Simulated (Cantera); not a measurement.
# Adiabatic ignition

An adiabatic, constant-volume homogeneous reactor starts with 4.75 % CO, 3.27 % H2, 1.14 % CH4, 8.26 % O2, 82.6 % N2, at 1075 K and 0.957 atm.

Detailed kinetics in Cantera: GRI-Mech 3.0 (53 species, 325 reactions).

```
t (s)     T (K)  P (bar)     x CO      x H2   x CH4       x H     x HCN    x CH2O
--------  -----  -------  -------  --------  ------  --------  --------  --------
3.00e-6    1075    0.970   0.0475    0.0327  0.0114  4.57e-11    <1e-12    <1e-12
1.02e-5    1075    0.970   0.0475    0.0327  0.0114  2.04e-10    <1e-12    <1e-12
3.45e-5    1075    0.970   0.0475    0.0327  0.0114  8.80e-10    <1e-12  3.26e-12
0.000117   1075    0.970   0.0475    0.0327  0.0114   6.29e-9    <1e-12  1.37e-10
0.000396   1075    0.970   0.0475    0.0327  0.0114   1.16e-6    <1e-12   1.70e-7
0.00134    1952     1.71   0.0126   0.00269  <1e-12   0.00253  1.28e-12  2.60e-11
0.00455    2141     1.86  0.00139  0.000256  <1e-12   5.31e-5    <1e-12    <1e-12
0.0154     2143     1.86  0.00124  0.000231  <1e-12   4.55e-5    <1e-12    <1e-12
0.0522     2142     1.86  0.00124  0.000231  <1e-12   4.52e-5    <1e-12    <1e-12
0.177      2140     1.86  0.00123  0.000230  <1e-12   4.45e-5    <1e-12    <1e-12
0.600      2136     1.85  0.00122  0.000228  <1e-12   4.34e-5    <1e-12    <1e-12
```
x: mole fraction; the columns are a selection and need not sum to one.

| Item | Result |
|---|---|
| time of steepest temperature rise | 1.14 ms |
| temperature at 0.600 s | 2136 K |
| equilibrium temperature | 2134 K |
| x(CO) at 0.600 s | 0.00122 (gas-phase equilibrium 0.00121) |
| x(H2) at 0.600 s | 0.000228 (gas-phase equilibrium 0.000227) |
| x(CH4) at 0.600 s | <1e-12 (gas-phase equilibrium <1e-12) |
